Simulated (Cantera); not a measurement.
Input: 1 mol TEOS, 12 mol O2, 3 mol N2, equilibrated at 1.33 mbar.

Cantera equilibrium calculation (NASA polynomials, part measured and part estimated; ideal gas, pure solids and liquids). Candidate condensed phases: C, C6H6, C7H8, C8H18, H2O, Si, SiC, SiO2, Si2N2O, Si3N4; 151 gas species. The feed counts by its element totals alone. The tables hold silica as quartz up to 1696 K and as liquid above; real silica turns to tridymite and cristobalite and melts near 1996 K. Rates play no part. All values below are at 1598 K.

Base state: H2O 0.473, CO2 0.376, N2 0.142, CO 0.00393, O2 0.00259, H2 0.00165, OH 0.000660, NO 9.05e-5 (mole fractions); condensed: SiO2(β-quartz).

### Question
What changes in the equilibrium state with this change: pressure from 1.33 mbar to 7.20 mbar?

### Answer
| species | before | after |
|---|---|---|
| H2O | 0.473 | 0.474 |
| CO2 | 0.376 | 0.378 |
| N2 | 0.142 | 0.143 |
| CO | 0.00393 | 0.00225 |
| O | 1.97e-5 | 6.40e-6 |
| H | 5.92e-5 | 1.93e-5 |
| O2 | 0.00259 | 0.00147 |
| OH | 0.000660 | 0.000377 |
| H2 | 0.00165 | 0.000944 |
| SiO2(β-quartz), mol | 1.000 | 1.00 |

### Question
What changes in the equilibrium state with this change: TEOS replaced by SiF4?

### Answer
```tsv
species	before	after
O2	0.00259	0.749
N2	0.142	0.187
SiF4	0	0.0625
H2O	0.473	0
CO2	0.376	0
CO	0.00393	0
H2	0.00165	0
OH	0.000660	0
H	5.92e-5	0
F	0	3.31e-5
SiO2(β-quartz), mol	1.000	0.000114
```
